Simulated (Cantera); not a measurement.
Feed: 1 mol V, 3.7 mol O2, 2.1 mol H2, held at 2525 K and 0.100 bar.

Equilibrium computed with Cantera from the NASA thermochemical tables; the gas is ideal and each condensed phase is pure. Candidate condensed phases: H2O, V, VO, V2O3, V2O4, V2O5; 12 gas species. Kinetics and transport are ignored.

Base state: H2O 0.373, O2 0.312, VO2 0.201, OH 0.0593, O 0.0289, H2 0.0142, H 0.0106, VO 0.000124 (mole fractions); condensed: gas only.

### Question
What changes in the equilibrium state with this change: V replaced by Cr?

### Answer
| species | before | after |
|---|---|---|
| H2O | 0.373 | 0.427 |
| O2 | 0.312 | 0.402 |
| OH | 0.0593 | 0.0675 |
| VO2 | 0.201 | 0 |
| CrO2 | 0 | 0.0400 |
| O | 0.0289 | 0.0328 |
| H2 | 0.0142 | 0.0143 |
| H | 0.0106 | 0.0106 |
| CrO | 0 | 0.00425 |
| CrO3 | 0 | 0.00140 |
| Cr | 0 | 0.000133 |
| VO | 0.000124 | 0 |
| Cr2O3(s), mol | 0 | 0.400 |
Gases not in the tables: CrO2(OH)2. Further candidate phases: Cr, Cr2O3.
